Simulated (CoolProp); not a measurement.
Model: reference Helmholtz-energy equation of state, Akasaka 2023, in CoolProp.

**Question.** For R1336mzz(E), give the phase and the density (kg/m³), Joule-Thomson coefficient (K/MPa), fugacity coefficient at 376.6 K and 5.7 MPa; 393.3 K and 5.7 MPa; 410 K and 5.7 MPa.

**Answer.** 
- 376.6 K and 5.7 MPa: liquid; density 1080, Joule-Thomson coefficient 0.370, fugacity coefficient 0.257
- 393.3 K and 5.7 MPa: liquid; density 1000, Joule-Thomson coefficient 0.746, fugacity coefficient 0.328
- 410 K and 5.7 MPa: supercritical; density 906, Joule-Thomson coefficient 1.42, fugacity coefficient 0.405
